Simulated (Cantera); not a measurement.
An adiabatic, constant-volume homogeneous reactor starts with CO : H2 : CH4 : O2 : N2 = 1 : 0.08 : 0.56 : 2.48 : 9.32 (molar parts), at 1173 K and 9.87 atm.

Computed with Cantera and GRI-Mech 3.0 (53 species, 325 reactions).

Q: Predict: time of steepest temperature rise; temperature at 0.400 s; equilibrium temperature; x(CO) at 0.400 s; x(H2) at 0.400 s; x(NO2) at 0.400 s; x(H2O) at 0.400 s; x(O) at 0.400 s; x(O2) at 0.400 s.

A: time of steepest temperature rise: 1.60 ms
temperature at 0.400 s: 2758 K
equilibrium temperature: 2758 K
x(CO) at 0.400 s: 0.0120 (gas-phase equilibrium 0.0120)
x(H2) at 0.400 s: 0.00139 (gas-phase equilibrium 0.00139)
x(NO2) at 0.400 s: 3.00e-5 (gas-phase equilibrium 3.00e-5)
x(H2O) at 0.400 s: 0.0857 (gas-phase equilibrium 0.0857)
x(O) at 0.400 s: 0.00233 (gas-phase equilibrium 0.00233)
x(O2) at 0.400 s: 0.0576 (gas-phase equilibrium 0.0576)
